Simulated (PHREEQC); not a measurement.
Solution (25 °C and 50 atm): 0.03 mol HCl, 0.0016 mol Al2(SO4)3 and 0.0031 mol MnSO4 per kg of water. Closed to the air; pH follows from the charge balance.

Model: ion-association model, phreeqc.dat, run in PHREEQC.

Each row changes one thing in this solution. Precipitation was switched off in this run.

```json
[
 {"case": "as made", "pH": "1.64", "ionic strength (mol/kgw)": "0.0482", "HSO4- (mol/kgw)": "0.00319", "SO4-2 (mol/kgw)": "0.00265"},
 {"case": "diluted 5-fold with water", "pH": "2.29", "ionic strength (mol/kgw)": "0.0106", "HSO4- (mol/kgw)": "0.000321", "SO4-2 (mol/kgw)": "0.000913"},
 {"case": "MnSO4 replaced by NH4HSO4 at the same molality", "pH": "1.59", "ionic strength (mol/kgw)": "0.0458", "HSO4- (mol/kgw)": "0.00348", "SO4-2 (mol/kgw)": "0.00259"},
 {"case": "HCl from 0.03 to 0.15 mol/kgw", "pH": "___", "ionic strength (mol/kgw)": "0.170", "HSO4- (mol/kgw)": "0.00588", "SO4-2 (mol/kgw)": "0.00133"},
 {"case": "temperature from 25 to 10 °C", "pH": "1.63", "ionic strength (mol/kgw)": "0.0492", "HSO4- (mol/kgw)": "0.00280", "SO4-2 (mol/kgw)": "0.00310"},
 {"case": "temperature from 25 to 55 °C", "pH": "1.66", "ionic strength (mol/kgw)": "0.0468", "HSO4- (mol/kgw)": "___", "SO4-2 (mol/kgw)": "0.00178"},
 {"case": "diluted 2-fold with water", "pH": "1.92", "ionic strength (mol/kgw)": "0.0250", "HSO4- (mol/kgw)": "0.00124", "SO4-2 (mol/kgw)": "0.00172"},
 {"case": "Al2(SO4)3 replaced by KHSO4 at the same molality", "pH": "1.60", "ionic strength (mol/kgw)": "0.0408", "HSO4- (mol/kgw)": "0.00258", "SO4-2 (mol/kgw)": "___"}
]
```

What belongs in the gaps?


- HCl from 0.03 to 0.15 mol/kgw, pH: 0.94
- temperature from 25 to 55 °C, HSO4- (mol/kgw): 0.00417
- Al2(SO4)3 replaced by KHSO4 at the same molality, SO4-2 (mol/kgw): 0.00190

Complexes and solids missing from the database can't appear. Under pressure, the constants of complexes without a molar volume in the database are unreliable. Constants without temperature data keep their 25 °C values here.
